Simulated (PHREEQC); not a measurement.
Dissolve 4.4 mmol/kgw FeCl3 and 0.78 mmol/kgw CaCl2 at 80 °C. Closed to the air; pH follows from the charge balance.

The numbers come from PHREEQC with the ion-association model, phreeqc.dat.

```json
[
 {"quantity": "pH", "before": "2.37", "after": "2.68"},
 {"quantity": "ionic strength (mol/kgw)", "before": "0.0198", "after": "0.0251"},
 {"quantity": "FeOH+2 (mol/kgw)", "before": "0.00290", "after": "0.00134"},
 {"quantity": "Fe(OH)2+ (mol/kgw)", "before": "0.000840", "after": "7.47e-5"},
 {"quantity": "Fe+3 (mol/kgw)", "before": "0.000218", "after": "0.00189"},
 {"quantity": "FeCl+2 (mol/kgw)", "before": "0.000202", "after": "0.000252"},
 {"quantity": "SI of Goethite (FeOOH)", "before": "+5.60", "after": "+5.26"},
 {"quantity": "SI of Hematite (Fe2O3)", "before": "+13.43", "after": "+12.45"}
]
```

### Question
Which change was made?
(A) diluted 10-fold with water
(B) 0.00019 mol/kgw LiOH added
(C) diluted 2-fold with water
(D) CaCl2 left out
(E) temperature from 80 to 10 °C

### Answer
E, temperature from 80 to 10 °C

No solid was allowed to form. Some of these states are supersaturated (in Hematite (slow to form), Goethite (slow to form), for instance). At this temperature some constants are extrapolated from 25 °C, and those without enthalpy data are left unchanged.
